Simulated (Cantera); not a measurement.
A Cantera script and what it prints.

```python
import numpy as np
import cantera as ct

gas_names = [...]  # 87 gases of nasa_gas.yaml made of C, H, Si
cond_names = """
    C(gr) C6H6(L) C7H8(L) C8H18(L),n-octa Si(cr) Si(L) SiC(b)
""".split()


# ... load() reads the species with a 1 bar reference pressure and builds the phases ...
atoms = {
    'SiC': {'Si': 1, 'C': 1},
    'H2': {'H': 2},
    'Si': {'Si': 1},
}
top_T = {'C(gr)': 4500, 'SiC(b)': 3050}  # K; cautious upper limits of use, not melting points


# ... equilibrate(T, P, feed) seeds the gas with the atoms and calls Mixture.equilibrate('TP', solver="vcs", rtol=1e-11, max_steps=5000) ...
results = []
feed = {'SiC': 1, 'H2': 0.77, 'Si': 0.027}  # mol
T = 2323.15  # K
P = 18  # Pa
mix = equilibrate(T, P, feed)
results.append((T, P, feed, dict(zip(mix.species_names, mix.species_moles))))
print(gas.report(threshold=0.0001))
for i in range(1, mix.n_phases):
    print(f"{mix.phase(i).name:16s} {mix.phase_moles(i):12.5e} mol")
```

It prints:

```
       temperature   2323.2 K
          pressure   18 Pa
           density   1.4736e-05 kg/m^3
  mean mol. weight   15.814 kg/kmol
   phase of matter   gas

                          1 kg             1 kmol
                     ---------------   ---------------
          enthalpy        2.2085e+07        3.4924e+08  J
   internal energy        2.0863e+07        3.2993e+08  J
           entropy             17853        2.8232e+05  J/K
    Gibbs function        -1.939e+07       -3.0663e+08  J
 heat capacity c_p            1715.5             27129  J/K
 heat capacity c_v            1189.8             18815  J/K

                      mass frac. Y      mole frac. X     chem. pot. / RT
                     ---------------   ---------------   ---------------
    C2H2,acetylene         0.0014702        0.00089292           -36.471
                C3        0.00032333         0.0001419           -9.2842
                 H          0.022227           0.34871           -15.141
                H2          0.023493           0.18428           -30.282
                Si           0.69629           0.39205           -9.4992
              SiC2           0.19301          0.058576           -15.689
               SiH         0.0014646        0.00079611            -24.64
               Si2         0.0017307        0.00048725           -18.998
              Si2C          0.059571          0.013817           -22.093
     [  +78 minor]        0.00041991        0.00024386

C(gr)             7.14412e-01 mol
Si(L)             0.00000e+00 mol
SiC(b)            0.00000e+00 mol
```

Cantera equilibrium calculation (NASA polynomials, part measured and part estimated; ideal gas, pure solids and liquids).
